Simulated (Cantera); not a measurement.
Input: 1 mol SiF4, 1.3 mol N2, held at 1000 °C and 0.0133 bar.

Cantera equilibrium calculation (NASA polynomials, part measured and part estimated; ideal gas, pure solids and liquids). Candidate condensed phases: Si, Si3N4; 16 gas species. Kinetics and transport are ignored.

### Question
What is the equilibrium state?

### Answer
```json
{
  "x(N2)": "0.565",
  "x(SiF4)": "0.435",
  "gas_amount": "2.300 mol",
  "log10 activity of Si(s) (absent)": "-23.67"
}
```
